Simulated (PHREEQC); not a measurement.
PHREEQC input (ion-association model, wateq4f.dat):

```
SOLUTION_MASTER_SPECIES
  An  An-  0  An  62.0  # stands for a non-complexing anion
SOLUTION_SPECIES
  An- = An-
    -log_k 0
    -gamma 3.0 0
PHASES
  Fix_H+
    H+ = H+
    -log_k 0
SOLUTION 1
  temp 25
  units mmol/kgw
  pH 7 charge
  S(6) 0.0052
  Ag 0.0104
  Cl 0.112
  Ni 0.056
  F 0.00043
  Na 50.0004
  An 50
END
SELECTED_OUTPUT 1
  -reset false
  -pH true
  -pe true
  -ionic_strength true
  -water true
  -totals Ag Cl F Na Ni S S(-2) S(6)
  -molalities Hfo_wOH Hfo_wOH2+ Hfo_wO- Hfo_sOH Hfo_sOH2+ Hfo_sO- Hfo_sONi+ Hfo_wONi+ Hfo_sOAg Hfo_wOAg
    Hfo_wF Hfo_wOHF- Hfo_wSO4- Hfo_wOHSO4-2
  -saturation_indices Ni(OH)2 Ni4(OH)6SO4 Cerargyrite Ag2O Ag2SO4 Halite Mirabilite Morenosite
USER_PUNCH 1
  -headings sigma psi
  10 PUNCH EDL("sigma", "Hfo"), EDL("psi", "Hfo")
PRINT
  -reset false
USE solution 1
SURFACE 1
  Hfo_wOH 0.000137079 600 0.061
  Hfo_sOH 3.42697e-06
EQUILIBRIUM_PHASES 1
  Fix_H+ -4 HAn 10
    -force_equality true
  O2(g) -0.68 10
END
# ... the last block is repeated for the other 16 points of pH, with NaOH or the acid as the point needs
```

Selected output (columns that matter, 15 of 17 rows; pH added in front):

```
pH	mu	Ag	F	Na	Ni	S	si_Ni(OH)2	si_Ni4(OH)6SO4	si_Cerargyrite	si_Ag2O	si_Halite	si_Mirabilite	si_Morenosite	sigma
4	0.050347	1.0399e-05	2.0002e-07	0.05	5.5999e-05	1.364e-07	-7.3964	-33.636	0.5793	-14.83	-7.0136	-8.9166	-9.492	0.27343
4.38	0.050271	1.0397e-05	2.2018e-07	0.05	5.5995e-05	2.2436e-07	-6.6363	-31.138	0.5793	-14.07	-7.0135	-8.699	-9.2743	0.23502
4.75	0.050236	1.0389e-05	2.5166e-07	0.05	5.5979e-05	4.1858e-07	-5.8963	-28.647	0.5791	-13.331	-7.0135	-8.4275	-9.003	0.19485
5.12	0.050216	1.0369e-05	2.8925e-07	0.05	5.5907e-05	8.4278e-07	-5.1568	-26.125	0.5782	-12.592	-7.0134	-8.1233	-8.6993	0.15663
5.88	0.050195	1.0249e-05	3.5975e-07	0.05	5.4751e-05	2.8956e-06	-3.6459	-21.065	0.5732	-11.083	-7.0133	-7.587	-8.1721	0.094311
6.25	0.050187	1.0216e-05	3.8444e-07	0.05	5.3342e-05	4.0264e-06	-2.9173	-18.747	0.5719	-10.345	-7.0133	-7.4438	-8.0403	0.071881
6.62	0.050178	1.0244e-05	4.0257e-07	0.05	5.136e-05	4.7373e-06	-2.1938	-16.522	0.573	-9.6031	-7.0133	-7.3731	-7.9861	0.053322
7	0.050164	1.0264e-05	4.1431e-07	0.050004	4.6532e-05	5.0397e-06	-1.4768	-14.387	0.5739	-8.8414	-7.0133	-7.346	-8.0022	0.03897
7.38	0.050156	1.0233e-05	4.2065e-07	0.050028	3.6499e-05	5.1356e-06	-0.8227	-12.523	0.5726	-8.084	-7.013	-7.3373	-8.0997	0.030127
7.75	0.050146	1.0147e-05	4.2426e-07	0.050055	2.4472e-05	5.1702e-06	-0.2574	-10.998	0.569	-7.3514	-7.0127	-7.3337	-8.2713	0.02469
8.12	0.050137	9.995e-06	4.2672e-07	0.050079	1.3983e-05	5.1872e-06	0.2368	-9.7601	0.5625	-6.6245	-7.0125	-7.3317	-8.5156	0.019716
8.88	0.050136	9.2605e-06	4.2921e-07	0.050115	2.4979e-06	5.1987e-06	0.9784	-8.3122	0.5295	-5.1713	-7.0118	-7.3299	-9.2928	0.0070124
9.25	0.050148	8.4612e-06	4.2963e-07	0.050135	9.13e-07	5.1996e-06	1.209	-8.1299	0.4903	-4.5104	-7.0112	-7.3296	-9.8021	-0.00047667
9.62	0.050179	7.2646e-06	4.2983e-07	0.05017	4.418e-07	5.1999e-06	1.4115	-8.0599	0.4238	-3.9045	-7.0104	-7.3291	-10.34	-0.0084458
10	0.050253	5.7715e-06	4.2993e-07	0.050247	4.1088e-07	5.2e-06	1.6377	-7.9152	0.3226	-3.3483	-7.0091	-7.328	-10.874	-0.017097
```

Along this series the solution becomes supersaturated in solids that the run did not let form, among them Ni(OH)2, Cerargyrite. Species that the database lacks are ignored.
